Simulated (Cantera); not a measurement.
## Adiabatic ignition

An adiabatic, constant-volume homogeneous reactor starts with 9.51 % CH4, 19.0 % O2, 71.5 % N2, equivalence ratio 1.0, at 1823 K and 71000 Pa.

Cantera simulation using GRI-Mech 3.0 (53 species, 325 reactions); the numbers are that mechanism's predictions, not measurements.

```tsv
t (s)	T (K)	P (bar)	x CH4	x O2	x H2O	x OH	x CH2
1.00e-5	1822	0.710	0.0949	0.190	3.82e-5	1.84e-6	2.07e-9
2.89e-5	1822	0.710	0.0944	0.190	0.000234	5.11e-6	2.21e-8
8.33e-5	1835	0.716	0.0885	0.186	0.00387	5.32e-5	1.09e-6
0.000240	2945	1.23	<1e-12	0.0284	0.124	0.0311	<1e-12
0.000693	2948	1.23	<1e-12	0.0254	0.125	0.0297	<1e-12
0.00200	2945	1.23	<1e-12	0.0245	0.125	0.0293	<1e-12
0.00577	2945	1.23	<1e-12	0.0245	0.125	0.0293	<1e-12
0.0167	2945	1.23	<1e-12	0.0245	0.125	0.0293	<1e-12
0.0480	2945	1.23	<1e-12	0.0245	0.125	0.0293	<1e-12
0.139	2945	1.23	<1e-12	0.0245	0.125	0.0293	<1e-12
0.400	2945	1.23	<1e-12	0.0245	0.125	0.0293	<1e-12
```
x: mole fraction; the columns are a selection and need not sum to one.

| Quantity | Value |
|---|---|
| time of steepest temperature rise | 0.128 ms |
| temperature at 0.400 s | 2945 K |
| equilibrium temperature | 2945 K |
| x(CH4) at 0.400 s | <1e-12 (gas-phase equilibrium <1e-12) |
| x(O2) at 0.400 s | 0.0245 (gas-phase equilibrium 0.0245) |
| x(H2O) at 0.400 s | 0.125 (gas-phase equilibrium 0.125) |
